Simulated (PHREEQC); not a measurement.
1 kg of water meets 20 L of dry gas (N2 0.6, O2 0.4 by moles) at fixed total pressure, at 60 °C; fugacities by Peng-Robinson. The gases take part in no redox reaction, some water evaporates into the gas, and hydrates or a liquid gas phase aren't modelled. Precipitation was switched off in this run.

The numbers come from PHREEQC with the ion-association model, phreeqc.dat.

### Question
Predict dissolved N2 (mol/kgw), dissolved O2 (mol/kgw) at P (atm) = 20, 300.

### Answer
```csv
P (atm),dissolved N2 (mol/kgw),dissolved O2 (mol/kgw)
20,0.00563,0.00659
300,0.0662,0.0675
```

Away from 25 °C the constants follow the database's enthalpies or fits; those with neither stay at their 25 °C values.
